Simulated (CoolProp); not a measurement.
Properties of R507A along the isotherm 226.85 °C (Tc = 70.6 °C, pc = 3705 kPa, ω = 0.286).

Model: reference Helmholtz-energy equation of state, Lemmon 2003, in CoolProp. It is a pseudo-pure fit of the blend.

```
p (kPa)          phase  Joule-Thomson coefficient (K/MPa)  viscosity (µPa s)
-------  -------------  ---------------------------------  -----------------
370                gas                              3.698               19.8
741                gas                              3.697               19.9
1110               gas                                ___               20.0
1480               gas                              3.691               20.1
1850               gas                                ___                ___
2220               gas                              3.676                ___
2590               gas                              3.664               20.6
2960               gas                              3.650                ___
3330               gas                              3.634               21.1
3700               gas                              3.614               21.4
4080     supercritical                              3.591               21.7
4450     supercritical                              3.566               22.1
4820     supercritical                              3.537               22.5
5190     supercritical                                ___               22.8
5560     supercritical                                ___                ___
```

Q: Fill in the missing entries.

A: 
- 1110, Joule-Thomson coefficient (K/MPa): 3.695
- 1850, Joule-Thomson coefficient (K/MPa): 3.685
- 1850, viscosity (µPa s): 20.2
- 2220, viscosity (µPa s): 20.4
- 2960, viscosity (µPa s): 20.9
- 5190, Joule-Thomson coefficient (K/MPa): 3.505
- 5560, Joule-Thomson coefficient (K/MPa): 3.470
- 5560, viscosity (µPa s): 23.3

Viscosity comes from a separate model (Geller 2000).
